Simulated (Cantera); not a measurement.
# Equilibrium for carbon deposition, reforming and gasification: toluene + O2 + N2 + NH3

A closed system holds: 1 mol toluene, 0.0093 mol O2, 0.24 mol N2, 0.032 mol NH3, held at 4900 Pa.

These are equilibrium values from Cantera (NASA tables, ideal gas, pure condensed phases), not measurements of a reactor. Candidate condensed phases: C, C6H6, C7H8, C8H18, H2O; 136 gas species. Rates play no part.

```json
[
 {"T (K)": "1075", "log p H2": "-1.34", "log p N2": "-2.54", "log p H": "-8.50", "log p HCN": "-6.74", "n C(graphite)": "6.97"},
 {"T (K)": "1175", "log p H2": "-1.34", "log p N2": "-2.54", "log p H": "-7.58", "log p HCN": "-6.19", "n C(graphite)": "6.98"},
 {"T (K)": "1275", "log p H2": "-1.34", "log p N2": "-2.54", "log p H": "-6.80", "log p HCN": "-5.73", "n C(graphite)": "6.98"},
 {"T (K)": "1375", "log p H2": "-1.34", "log p N2": "-2.54", "log p H": "-6.13", "log p HCN": "-5.33", "n C(graphite)": "6.98"},
 {"T (K)": "1475", "log p H2": "-1.34", "log p N2": "-2.54", "log p H": "-5.56", "log p HCN": "-4.99", "n C(graphite)": "6.98"},
 {"T (K)": "1575", "log p H2": "-1.34", "log p N2": "-2.54", "log p H": "-5.05", "log p HCN": "-4.70", "n C(graphite)": "6.98"},
 {"T (K)": "1675", "log p H2": "-1.34", "log p N2": "-2.54", "log p H": "-4.60", "log p HCN": "-4.44", "n C(graphite)": "6.98"},
 {"T (K)": "1775", "log p H2": "-1.34", "log p N2": "-2.54", "log p H": "-4.21", "log p HCN": "-4.21", "n C(graphite)": "6.97"},
 {"T (K)": "1875", "log p H2": "-1.34", "log p N2": "-2.55", "log p H": "-3.85", "log p HCN": "-4.00", "n C(graphite)": "6.97"},
 {"T (K)": "1975", "log p H2": "-1.34", "log p N2": "-2.55", "log p H": "-3.53", "log p HCN": "-3.82", "n C(graphite)": "6.96"},
 {"T (K)": "2075", "log p H2": "-1.35", "log p N2": "-2.56", "log p H": "-3.25", "log p HCN": "-3.66", "n C(graphite)": "6.95"},
 {"T (K)": "2175", "log p H2": "-1.35", "log p N2": "-2.57", "log p H": "-2.99", "log p HCN": "-3.52", "n C(graphite)": "6.93"},
 {"T (K)": "2275", "log p H2": "-1.36", "log p N2": "-2.58", "log p H": "-2.75", "log p HCN": "-3.39", "n C(graphite)": "6.91"}
]
```
log p: log10 of the partial pressure in bar; n: condensed amount in mol.

From 1075 K to 2275 K the condensed part is C(graphite). The main C-bearing gas is CO at 1075 K and HCN at 2275 K.
